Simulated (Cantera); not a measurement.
Ignition delay

Mixture: CH₄ : O₂ : N₂ : H₂ = 1 : 2.02 : 6.46 : 0.63 (molar parts), equivalence ratio 1.1, at 2850 Torr, adiabatic and at constant volume. Ignition delay is the time to a rise of 400 K.

Model: GRI-Mech 3.0 (53 species, 325 reactions), integrated in Cantera.

| T0 (K) | delay (ms) |
|---|---|
| 1173 | 0.608 |
| 1273 | 0.268 |
| 1373 | 0.130 |
| 1473 | 0.0675 |
| 1573 | 0.0372 |
| 1673 | 0.0217 |
| 1773 | 0.0133 |
| 1873 | 0.00855 |

```yaml
apparent activation energy between 1673 and 1873 K: 120 kJ/mol
```
